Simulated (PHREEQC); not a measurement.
Make-up at 85 °C: 1.54 mmol/kgw ZnCl2 and 0.026 mmol/kgw H2SO4. Closed to the air; pH follows from the charge balance.

All values are PHREEQC results (ion-association model, phreeqc.dat), not measurements.

| Item | Value |
|---|---|
| pH | 4.31 |
| ionic strength | 0.00452 mol/kgw |
| specific conductance | 1010 µS/cm |
| total alkalinity | -0.0520 meq/kg |

```
species  molality  activity   log γ
-------  --------  --------  ------
Cl-       0.00300   0.00277  -0.036
Zn+2      0.00146   0.00106  -0.140
ZnCl+     7.72e-5   7.11e-5  -0.036
H+        5.28e-5   4.90e-5  -0.032
SO4-2     2.03e-5   1.47e-5  -0.140
ZnSO4     5.34e-6   5.35e-6   0.000
ZnOH+     1.13e-6   1.04e-6  -0.036
HSO4-     3.60e-7   3.32e-7  -0.036
ZnCl2     2.51e-7   2.52e-7   0.000
OH-       7.10e-9   6.53e-9  -0.036
ZnOHCl    1.97e-9   1.97e-9   0.000
ZnCl3-    1.14e-9   1.05e-9  -0.036
```

Precipitation was switched off in this run. Away from 25 °C the constants follow the database's enthalpies or fits; those with neither stay at their 25 °C values.
